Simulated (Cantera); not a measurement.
# Titanium nitride, carbide and oxide coatings: TiCl4 + O2

Input: 1 mol TiCl4, a varied amount of O2, at 425 °C and 0.00900 bar.

Equilibrium computed with Cantera from the NASA thermochemical tables; the gas is ideal and each condensed phase is pure. Candidate condensed phases: Ti, TiCl2, TiCl3, TiCl4, TiO, TiO2, Ti2O3, Ti3O5, Ti4O7; 15 gas species. Condensed phases not in the tables: TiOCl. Rates play no part.

```
n(O2) (mol)  x Cl2   x TiCl4      x O2     x Cl     x ClO  n TiO2(rutile)
-----------  -----  --------  --------  -------  --------  --------------
0.23         0.374     0.626  1.12e-11  4.03e-6    <1e-12           0.230
0.49         0.658     0.342  6.31e-11  5.34e-6    <1e-12           0.490
0.75         0.857     0.143  2.57e-10  6.10e-6  1.82e-12           0.750
1            1.000   7.07e-6   7.07e-6  6.59e-6  3.26e-10           1.000
1.3          0.870  2.90e-10     0.130  6.14e-6   4.13e-8            1.00
1.5          0.800  1.60e-10     0.200  5.89e-6   4.90e-8            1.00
1.8          0.714  8.92e-11     0.286  5.57e-6   5.54e-8            1.00
2.1          0.645  5.86e-11     0.355  5.29e-6   5.86e-8            1.00
```
x: gas mole fraction; n: condensed amount in mol.

From 0.23 mol O2 to 2.1 mol O2 the condensed part is TiO2(rutile).
